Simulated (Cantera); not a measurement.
An adiabatic, constant-pressure homogeneous reactor starts with CO : H₂ : CH₄ : O₂ : N₂ : CO₂ = 1 : 0.034 : 0.28 : 0.979 : 3.68 : 0.78 (molar parts), equivalence ratio 1.1, at 1575 K and 1.00 bar. Integrator tolerance rtol = 1e-08.

Detailed kinetics in Cantera: GRI-Mech 3.0 (53 species, 325 reactions).

Task: What does this change do: pressure from 1.00 bar to 0.310 bar?

Result: 
```csv
quantity,before,after
time of steepest temperature rise,0.360 ms,0.968 ms
temperature at 1.00 s,2632 K,2552 K
equilibrium temperature,2632 K,2552 K
x(CO) at 1.00 s,0.0950 (gas-phase equilibrium 0.0950),0.103 (gas-phase equilibrium 0.103)
x(H₂) at 1.00 s,0.00519 (gas-phase equilibrium 0.00519),0.00590 (gas-phase equilibrium 0.00590)
x(CH₄) at 1.00 s,<1e-12 (gas-phase equilibrium <1e-12),<1e-12 (gas-phase equilibrium <1e-12)
x(H₂O) at 1.00 s,0.0774 (gas-phase equilibrium 0.0774),0.0750 (gas-phase equilibrium 0.0750)
x(NO) at 1.00 s,0.00859 (gas-phase equilibrium 0.00859),0.00805 (gas-phase equilibrium 0.00805)
```

Task: What does this change do: CH4 0.28 to 0.37 parts?

Result: 
```
quantity                                                            before                                    after
---------------------------------  ---------------------------------------  ---------------------------------------
time of steepest temperature rise                                 0.360 ms                                 0.472 ms
temperature at 1.00 s                                               2632 K                                   2648 K
equilibrium temperature                                             2632 K                                   2648 K
x(CO) at 1.00 s                      0.0950 (gas-phase equilibrium 0.0950)      0.119 (gas-phase equilibrium 0.119)
x(H₂) at 1.00 s                    0.00519 (gas-phase equilibrium 0.00519)  0.00892 (gas-phase equilibrium 0.00892)
x(CH₄) at 1.00 s                     <1e-12 (gas-phase equilibrium <1e-12)    <1e-12 (gas-phase equilibrium <1e-12)
x(H₂O) at 1.00 s                     0.0774 (gas-phase equilibrium 0.0774)    0.0966 (gas-phase equilibrium 0.0966)
x(NO) at 1.00 s                    0.00859 (gas-phase equilibrium 0.00859)  0.00677 (gas-phase equilibrium 0.00677)
```
